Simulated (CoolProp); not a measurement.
Computed with CoolProp (reference Helmholtz-energy equation of state, Lemmon and Jacobsen 2000).

Problem. For R143a, give the phase and the cv (kJ/(kg K)), isothermal compressibility (1/MPa), conductivity (mW/(m K)), fugacity coefficient at 195.4 K and 0.376 MPa; 195.4 K and 1.5 MPa.

Solution. 
- 195.4 K and 0.376 MPa: liquid; cv 0.826, isothermal compressibility 0.00151, conductivity 117, fugacity coefficient 0.0486
- 195.4 K and 1.5 MPa: liquid; cv 0.827, isothermal compressibility 0.00149, conductivity 118, fugacity coefficient 0.0128

Thermal conductivity comes from a separate model (McLinden 2000), an estimate that may be off by 10 % or more.
